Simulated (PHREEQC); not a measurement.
Synthetic water in mg/L, 60 °C, pH 6.79, pe -0.9:

```csv
constituent,mg/L
Na,2170
K,190
Ca,19
Mg,147
Cl,3690
S(6) as SO4,187
Alkalinity as HCO3,0.275
Br,144
Li,2.13
Si as SiO2,1.85
```

Cl is adjusted to close the charge balance.
Valence states are taken as typed.

Model: ion-association model, phreeqc.dat, run in PHREEQC.

No solid was allowed to form.

Estimate the specific conductance, density.

specific conductance 22000 µS/cm; density 0.988 g/cm³.

In which forms is C present?

HCO3- 77 %, CO2 18 %, MgHCO3+ 2.5 %, NaHCO3 1.9 % of the C.

Away from 25 °C the constants follow the database's enthalpies or fits; those with neither stay at their 25 °C values.
